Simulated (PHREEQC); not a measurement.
Dissolve 0.0016 mol/kgw MgCl2, 0.00023 mol/kgw NaHCO3 and 0.00037 mol/kgw KCl at 59 °C. Closed to the air; pH follows from the charge balance.

Equilibrium calculation in PHREEQC: ion-association model, phreeqc.dat.

```
quantity               before     after
-------------------  --------  --------
pH                       7.62      7.46
HCO3- (mol/kgw)      0.000215  0.000210
CO2 (mol/kgw)         9.14e-6   1.41e-5
MgHCO3+ (mol/kgw)     3.75e-6   4.31e-6
MgOH+ (mol/kgw)       3.01e-6   6.15e-6
SI of Halite (NaCl)     -7.75     -7.77
```

Q: What was changed between the two runs?
A. KCl left out
B. temperature from 59 to 75 °C
C. 0.0023 mol/kgw HCl added
D. KCl replaced by KNO3 at the same molality

A: B, temperature from 59 to 75 °C

No solid was allowed to form. At this temperature some constants are extrapolated from 25 °C, and those without enthalpy data are left unchanged.
